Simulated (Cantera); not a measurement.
Input: 1 mol Si2H6, 24 mol N2, at 1373 K and 1.33 mbar.

These are equilibrium values from Cantera (NASA tables, ideal gas, pure condensed phases), not measurements of a reactor. Candidate condensed phases: Si, Si3N4; 18 gas species. The feed counts by its element totals alone. N2 is the only nitrogen source here; it is nearly inert below about 1500 K, so the nitride shown seldom forms there in practice. Kinetics and transport are ignored.

Base state: N2 0.883, H2 0.117, H 3.12e-5 (mole fractions); condensed: Si3N4(s).

**Question.** What changes in the equilibrium state with this change: temperature from 1373 K to 1698 K?

**Answer.** 
```
species         before     after
-------------  -------  --------
N2               0.883     0.888
H2               0.117     0.110
H              3.12e-5   0.00132
Si             5.51e-9  0.000493
Si2N             <1e-9   1.87e-5
SiN              <1e-9   1.03e-5
Si3N4(s), mol    0.667         0
Si(l), mol           0      1.98
```
The tables' values for SiN are old estimates; treat these amounts as uncertain.
